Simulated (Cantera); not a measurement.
A perfectly stirred reactor is fed with CO : H₂ : O₂ : N₂ = 1 : 0.053 : 0.924 : 3.88 (molar parts), equivalence ratio 0.57, at 9750 Torr; it is adiabatic with a 675 K inlet, and is followed from long to short residence time, starting on the burning branch (τ in s: 0.085, 0.034, 0.014, 0.0057, 0.0023, 0.00093, 0.00038, 0.00015, 6.2e-05, 2.5e-05).

Computed with Cantera and GRI-Mech 3.0 (53 species, 325 reactions). The hydrogen kinetics of GRI-Mech 3.0 are dated; newer H2 mechanisms differ, most at raised pressure. The pressure lies above the range GRI-Mech 3.0 was tuned for (to about 10 atm).

Task: What does this change do: inlet temperature 675 to 625 K?

Result: 
```json
[
 {"quantity": "blow-out, bracketed by the residence times tried", "before": "burning at 0.150 ms, out at 62.0 µs", "after": "burning at 0.150 ms, out at 62.0 µs"},
 {"quantity": "x(CO) at τ = 85.0 ms", "before": "0.000843", "after": "0.000723"},
 {"quantity": "x(H₂) at τ = 85.0 ms", "before": "7.97e-6", "after": "6.77e-6"},
 {"quantity": "x(O₂) at τ = 85.0 ms", "before": "0.0738", "after": "0.0741"},
 {"quantity": "x(O) at τ = 85.0 ms", "before": "0.000133", "after": "0.000110"},
 {"quantity": "x(H) at τ = 85.0 ms", "before": "3.08e-6", "after": "2.40e-6"},
 {"quantity": "x(CO) at τ = 0.930 ms", "before": "0.00931", "after": "0.00926"},
 {"quantity": "x(H₂) at τ = 0.930 ms", "before": "6.58e-5", "after": "6.42e-5"},
 {"quantity": "x(O₂) at τ = 0.930 ms", "before": "0.0779", "after": "0.0780"},
 {"quantity": "x(O) at τ = 0.930 ms", "before": "0.00105", "after": "0.000987"},
 {"quantity": "x(H) at τ = 0.930 ms", "before": "6.82e-5", "after": "6.45e-5"}
]
```

Task: What does this change do: N2 3.88 to 5.1 parts?

Result: 
| quantity | before | after |
|---|---|---|
| blow-out, bracketed by the residence times tried | burning at 0.150 ms, out at 62.0 µs | burning at 0.380 ms, out at 0.150 ms |
| x(CO) at τ = 85.0 ms | 0.000843 | 0.000478 |
| x(H₂) at τ = 85.0 ms | 7.97e-6 | 3.99e-6 |
| x(O₂) at τ = 85.0 ms | 0.0738 | 0.0607 |
| x(O) at τ = 85.0 ms | 0.000133 | 5.22e-5 |
| x(H) at τ = 85.0 ms | 3.08e-6 | 1.09e-6 |
| x(CO) at τ = 0.930 ms | 0.00931 | 0.00939 |
| x(H₂) at τ = 0.930 ms | 6.58e-5 | 5.73e-5 |
| x(O₂) at τ = 0.930 ms | 0.0779 | 0.0646 |
| x(O) at τ = 0.930 ms | 0.00105 | 0.000688 |
| x(H) at τ = 0.930 ms | 6.82e-5 | 4.97e-5 |
